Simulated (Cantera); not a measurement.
# Calcination and drying: K2SO4 + H2 + H2O

Charge: 1 mol K2SO4, a varied amount of H2, 0.015 mol H2O, equilibrated at 2073 K and 300 Pa.

Method: chemical equilibrium by Gibbs-energy minimisation in Cantera with the NASA 1993 tables (ideal gas, pure condensed phases). Candidate condensed phases: H2O, H2SO4, K, KOH, KO2, K2O, K2O2, K2S, K2SO4, S; 26 gas species. Rates play no part.

From 0.044 mol H2 to 3 mol H2 nothing is condensed. The main K-bearing gas is K throughout.

| n(H2) (mol) | x K | x H2O | x SO2 | x O2 | x H2 | x KOH | x SO | x H | x OH | x O |
|---|---|---|---|---|---|---|---|---|---|---|
| 0.044 | 0.481 | 0.00520 | 0.246 | 0.234 | 9.63e-5 | 0.0154 | 0.00261 | 0.000471 | 0.00289 | 0.0102 |
| 0.075 | 0.475 | 0.00962 | 0.246 | 0.229 | 0.000180 | 0.0206 | 0.00264 | 0.000645 | 0.00391 | 0.0100 |
| 0.13 | 0.467 | 0.0186 | 0.246 | 0.220 | 0.000355 | 0.0279 | 0.00269 | 0.000905 | 0.00538 | 0.00984 |
| 0.21 | 0.457 | 0.0329 | 0.244 | 0.207 | 0.000650 | 0.0358 | 0.00276 | 0.00122 | 0.00706 | 0.00954 |
| 0.36 | 0.441 | 0.0618 | 0.241 | 0.184 | 0.00129 | 0.0459 | 0.00289 | 0.00173 | 0.00939 | 0.00899 |
| 0.62 | 0.419 | 0.113 | 0.235 | 0.146 | 0.00266 | 0.0559 | 0.00316 | 0.00248 | 0.0120 | 0.00803 |
| 1.1 | 0.390 | 0.206 | 0.222 | 0.0854 | 0.00633 | 0.0612 | 0.00390 | 0.00382 | 0.0142 | 0.00613 |
| 1.8 | 0.363 | 0.320 | 0.199 | 0.0194 | 0.0206 | 0.0490 | 0.00732 | 0.00689 | 0.0122 | 0.00292 |
| 3 | 0.314 | 0.346 | 0.133 | 0.000545 | 0.133 | 0.0180 | 0.0292 | 0.0175 | 0.00518 | 0.000490 |
x: gas mole fraction; nothing condenses.
